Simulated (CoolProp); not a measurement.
Properties of methane at several states (Tc = -82.6 °C, pc = 4599 kPa, ω = 0.011).

Values from CoolProp's reference Helmholtz-energy equation of state, Setzmann 1991.

| T (°C) | p (kPa) | phase | Z | cp (kJ/(kg K)) | cv (kJ/(kg K)) | isothermal compressibility (1/MPa) | expansivity (1/kK) | fugacity coefficient |
|---|---|---|---|---|---|---|---|---|
| 230.15 | 309 | gas | 1.0000 | 2.916 | (withheld) | 3.236 | 1.995 | 1.0000 |
| 256.75 | 5490 | supercritical | 1.005 | (withheld) | 2.503 | 0.1808 | 1.991 | 1.004 |
| -59.75 | 1650 | gas | 0.9100 | 2.392 | 1.636 | (withheld) | (withheld) | 0.9161 |
| 301.45 | 14500 | supercritical | 1.032 | 3.331 | 2.679 | (withheld) | 1.880 | (withheld) |
| -134.65 | 101 | gas | 0.9813 | (withheld) | (withheld) | 10.09 | 7.626 | 0.9816 |

**Question.** Some entries are withheld; supply them.

**Answer.** 
- 230.15, cv (kJ/(kg K)): 2.394
- 256.75, cp (kJ/(kg K)): 3.087
- -59.75, isothermal compressibility (1/MPa): 0.6695
- -59.75, expansivity (1/kK): 6.236
- 301.45, isothermal compressibility (1/MPa): 0.06601
- 301.45, fugacity coefficient: 1.026
- -134.65, cp (kJ/(kg K)): 2.131
- -134.65, cv (kJ/(kg K)): 1.575
